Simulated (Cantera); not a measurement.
Cantera run:

```python
import numpy as np
import cantera as ct

gas_names = """
    AL ALH ALO ALOH ALO2 ALO2H AL2 AL2O AL2O2 H HALO HO2 H2 H2O H2O2 O OH O2 O3
""".split()
cond_names = """
    AL(cr) AL(L) AL2O3(a) AL2O3(L) H2O(s) H2O(L)
""".split()


# ... load() reads the species with a 1 bar reference pressure and builds the phases ...
atoms = {
    'Al2O3': {'AL': 2, 'O': 3},
    'H2': {'H': 2},
}
top_T = {}  # K; cautious upper limits of use, not melting points


# ... equilibrate(T, P, feed) seeds the gas with the atoms and calls Mixture.equilibrate('TP', solver="vcs", rtol=1e-11, max_steps=5000) ...
results = []
feed = {'Al2O3': 1, 'H2': 1200}  # mol
P = 60000  # Pa
for T in [923, 1073, 1223, 1373, 1523, 1673, 1823, 1973, 2123, 2273]:
    mix = equilibrate(T, P, feed)
    results.append((T, P, feed, dict(zip(mix.species_names, mix.species_moles))))
    x = sorted(zip(gas.X, gas.species_names), reverse=True)
    print(f"T = {T:g} K  P = {P:g} Pa  gas = {mix.phase_moles(0):.4g} mol")
    print("   x: " + "  ".join(f"{s} {v:.3e}" for v, s in x if v > 0.001))
    print("   condensed (mol): " + ("  ".join(f"{mix.phase(i).name} {mix.phase_moles(i):.4g}"
          for i in range(1, mix.n_phases) if mix.phase_moles(i) > 1e-12) or "none"))
```

It prints:

```
T = 923 K  P = 60000 Pa  gas = 1200 mol
   x: H2 1.000e+00
   condensed (mol): AL2O3(a) 1
T = 1073 K  P = 60000 Pa  gas = 1200 mol
   x: H2 1.000e+00
   condensed (mol): AL2O3(a) 1
T = 1223 K  P = 60000 Pa  gas = 1200 mol
   x: H2 1.000e+00
   condensed (mol): AL2O3(a) 1
T = 1373 K  P = 60000 Pa  gas = 1200 mol
   x: H2 1.000e+00
   condensed (mol): AL2O3(a) 1
T = 1523 K  P = 60000 Pa  gas = 1200 mol
   x: H2 1.000e+00
   condensed (mol): AL2O3(a) 0.9998
T = 1673 K  P = 60000 Pa  gas = 1200 mol
   x: H2 9.998e-01
   condensed (mol): AL2O3(a) 0.9985
T = 1823 K  P = 60000 Pa  gas = 1200 mol
   x: H2 9.994e-01
   condensed (mol): AL2O3(a) 0.9904
T = 1973 K  P = 60000 Pa  gas = 1201 mol
   x: H2 9.981e-01  H 1.740e-03
   condensed (mol): AL2O3(a) 0.9531
T = 2123 K  P = 60000 Pa  gas = 1203 mol
   x: H2 9.948e-01  H 4.619e-03
   condensed (mol): AL2O3(a) 0.8151
T = 2273 K  P = 60000 Pa  gas = 1207 mol
   x: H2 9.873e-01  H 1.078e-02  H2O 1.185e-03
   condensed (mol): AL2O3(a) 0.391
```

Method: chemical equilibrium by Gibbs-energy minimisation in Cantera with the NASA 1993 tables (ideal gas, pure condensed phases). The tables' values for AlOH are old estimates; treat these amounts as uncertain.
